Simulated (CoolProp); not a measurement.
The fluid at 298.15 K and 11.8 MPa (liquid) is heated at constant pressure to 353.3 K. The same conditions are run with several fluids, on thermodynamics alone (safety and materials aside).

Values from CoolProp's reference Helmholtz-energy equation of state of each fluid (hydrogen sulfide: Lemmon 2006; ethane: Bücker 2006; R1224YDZ: Akasaka 2023; chloromethane (R40): Thol 2014; carbon dioxide: Span 1996).

**Question.** Rank hydrogen sulfide, ethane, R1224YDZ, chloromethane (R40), carbon dioxide by heat (kJ/kg), highest first.

**Answer.** ethane (212), carbon dioxide (198), hydrogen sulfide (128), chloromethane (R40) (89.4), R1224YDZ (64.3)

| fluid | final phase | final density (kg/m³) |
|---|---|---|
| hydrogen sulfide | liquid | 647 |
| ethane | supercritical | 251 |
| R1224YDZ | liquid | 1260 |
| chloromethane (R40) | liquid | 825 |
| carbon dioxide | supercritical | 288 |
